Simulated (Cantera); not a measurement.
What does this Cantera script print?

```python
import numpy as np
import cantera as ct

gas_names = """
    CL CL2 N N2 Si SiCL SiCL2 SiCL3 SiCL4 SiN Si2 Si2N Si3
""".split()
cond_names = """
    Si(cr) Si(L) Si3N4(a)
""".split()


def load(file, names, dense=False):
    # The tables refer to 1 bar. Condensed volumes are neglected.
    table = {s.name: s for s in ct.Species.list_from_file(file)}
    out = []
    for n in names:
        d = dict(table[n].input_data)
        d["thermo"] = dict(d["thermo"], **{"reference-pressure": 1e5})
        if dense:
            d["equation-of-state"] = {"model": "constant-volume", "density": "1e6 g/cm^3"}
        out.append(ct.Species.from_dict(d))
    return out


gas = ct.Solution(thermo="ideal-gas", species=load("nasa_gas.yaml", gas_names))
cond = {s.name: ct.Solution(thermo="fixed-stoichiometry", species=[s], name=s.name)
        for s in load("nasa_condensed.yaml", cond_names, dense=True)}
atoms = {
    'Si2Cl6': {'Si': 2, 'CL': 6},
    'N2': {'N': 2},
}
top_T = {'Si3N4(a)': 2400}  # K; cautious upper limits of use, not melting points


def equilibrate(T, P, feed):
    n = {}
    for name, mol in feed.items():
        for a, k in atoms[name].items():
            n[a] = n.get(a, 0.0) + k * mol
    gas.TPX = T, P, n
    mass = sum(n.values()) * gas.mean_molecular_weight
    gas.equilibrate("TP")
    valid = [c for c in cond.values() if c.min_temp <= T <= top_T.get(c.name, c.max_temp)]
    mix = ct.Mixture([(gas, mass / gas.mean_molecular_weight)] + [(c, 0.0) for c in valid])
    mix.T, mix.P = T, P
    mix.equilibrate("TP", solver="vcs", rtol=1e-11, max_steps=5000)
    return mix


results = []
feed = {'Si2Cl6': 1, 'N2': 43}  # mol
P = 133.322  # Pa
for T in [1823, 1848, 1873, 1898, 1923, 1948, 1973, 1998, 2023, 2048, 2073, 2098]:
    mix = equilibrate(T, P, feed)
    results.append((T, P, feed, dict(zip(mix.species_names, mix.species_moles))))
    x = sorted(zip(gas.X, gas.species_names), reverse=True)
    print(f"T = {T:g} K  P = {P:g} Pa  gas = {mix.phase_moles(0):.4g} mol")
    print("   x: " + "  ".join(f"{s} {v:.3e}" for v, s in x if v > 0.001))
    print("   condensed (mol): " + ("  ".join(f"{mix.phase(i).name} {mix.phase_moles(i):.4g}"
          for i in range(1, mix.n_phases) if mix.phase_moles(i) > 1e-12) or "none"))
```

It prints:

```
T = 1823 K  P = 133.322 Pa  gas = 46.84 mol
   x: N2 9.181e-01  SiCL2 3.950e-02  CL 3.921e-02  SiCL3 2.854e-03
   condensed (mol): none
T = 1848 K  P = 133.322 Pa  gas = 46.88 mol
   x: N2 9.172e-01  SiCL2 4.024e-02  CL 4.013e-02  SiCL3 2.196e-03
   condensed (mol): none
T = 1873 K  P = 133.322 Pa  gas = 46.92 mol
   x: N2 9.165e-01  CL 4.081e-02  SiCL2 4.077e-02  SiCL3 1.684e-03
   condensed (mol): none
T = 1898 K  P = 133.322 Pa  gas = 46.94 mol
   x: N2 9.161e-01  CL 4.133e-02  SiCL2 4.114e-02  SiCL3 1.290e-03
   condensed (mol): none
T = 1923 K  P = 133.322 Pa  gas = 46.96 mol
   x: N2 9.156e-01  CL 4.176e-02  SiCL2 4.137e-02
   condensed (mol): none
T = 1948 K  P = 133.322 Pa  gas = 46.98 mol
   x: N2 9.153e-01  CL 4.215e-02  SiCL2 4.148e-02
   condensed (mol): none
T = 1973 K  P = 133.322 Pa  gas = 47 mol
   x: N2 9.149e-01  CL 4.259e-02  SiCL2 4.146e-02
   condensed (mol): none
T = 1998 K  P = 133.322 Pa  gas = 47.03 mol
   x: N2 9.143e-01  CL 4.314e-02  SiCL2 4.129e-02
   condensed (mol): none
T = 2023 K  P = 133.322 Pa  gas = 47.07 mol
   x: N2 9.136e-01  CL 4.393e-02  SiCL2 4.090e-02
   condensed (mol): none
T = 2048 K  P = 133.322 Pa  gas = 47.12 mol
   x: N2 9.125e-01  CL 4.508e-02  SiCL2 4.025e-02  Si 1.021e-03
   condensed (mol): none
T = 2073 K  P = 133.322 Pa  gas = 47.21 mol
   x: N2 9.109e-01  CL 4.677e-02  SiCL2 3.923e-02  Si 1.720e-03  SiCL 1.169e-03
   condensed (mol): none
T = 2098 K  P = 133.322 Pa  gas = 47.32 mol
   x: N2 9.086e-01  CL 4.913e-02  SiCL2 3.780e-02  Si 2.752e-03  SiCL 1.508e-03
   condensed (mol): none
```

Equilibrium computed with Cantera from the NASA thermochemical tables; the gas is ideal and each condensed phase is pure. The feed counts by its element totals alone. The tables' values for SiCl3, SiCl, SiN are old estimates; treat these amounts as uncertain.
